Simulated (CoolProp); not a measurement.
The numbers come from the reference Helmholtz-energy equation of state, Lemmon 2006 in CoolProp. It is a short technical equation, of lower accuracy than the large ones.

Task: Give the vapour pressure (kPa), vapour density (kg/m³), enthalpy of vaporisation (kJ/kg), liquid cp (kJ/(kg K)) of saturated carbon monoxide at 125.5, 128.1 K.

Result: 
| T (K) | p (kPa) | vapour density (kg/m³) | enthalpy of vaporisation (kJ/kg) | liquid cp (kJ/(kg K)) |
|---|---|---|---|---|
| 125.5 | 2480 | 114 | 104 | 4.25 |
| 128.1 | 2800 | 139 | 87.3 | 5.57 |
